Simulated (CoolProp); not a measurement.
Properties of n-perfluorohexane along the isotherm 450 K.

Values from CoolProp's reference Helmholtz-energy equation of state, Gao 2022.

```json
[
 {"p (kPa)": "8.26", "phase": "gas", "density (kg/m³)": "0.7475", "fugacity coefficient": "0.9984"},
 {"p (kPa)": "17", "phase": "gas", "density (kg/m³)": "1.541", "fugacity coefficient": "0.9966"},
 {"p (kPa)": "34.8", "phase": "gas", "density (kg/m³)": "3.166", "fugacity coefficient": "0.9931"},
 {"p (kPa)": "71.5", "phase": "gas", "density (kg/m³)": "6.554", "fugacity coefficient": "0.9859"},
 {"p (kPa)": "147", "phase": "gas", "density (kg/m³)": "(withheld)", "fugacity coefficient": "0.9710"},
 {"p (kPa)": "302", "phase": "gas", "density (kg/m³)": "29.11", "fugacity coefficient": "(withheld)"},
 {"p (kPa)": "619", "phase": "gas", "density (kg/m³)": "64.69", "fugacity coefficient": "0.8794"},
 {"p (kPa)": "1270", "phase": "gas", "density (kg/m³)": "170.4", "fugacity coefficient": "0.7543"},
 {"p (kPa)": "2610", "phase": "supercritical", "density (kg/m³)": "(withheld)", "fugacity coefficient": "(withheld)"}
]
```

Task: What belongs in the gaps?

Result: 
- 147, density (kg/m³): 13.69
- 302, fugacity coefficient: 0.9407
- 2610, density (kg/m³): 1028
- 2610, fugacity coefficient: 0.4813
